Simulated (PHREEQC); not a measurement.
Dissolve 0.00252 mol/kgw KH2PO4, 0.012 mol/kgw HNO3 and 5.3e-07 mol/kgw H4SiO4 at 58 °C. Closed to the air; pH follows from the charge balance.

All values are PHREEQC results (ion-association model, phreeqc.dat), not measurements.

Precipitation was switched off in this run.

Question: What pH, specific conductance does the model give?

Answer: pH 2.03; specific conductance 8020 µS/cm.

Question: In which forms is P present?

Answer: H3PO4 63 %, H2PO4- 37 % of the P.

Constants without temperature data keep their 25 °C values here.
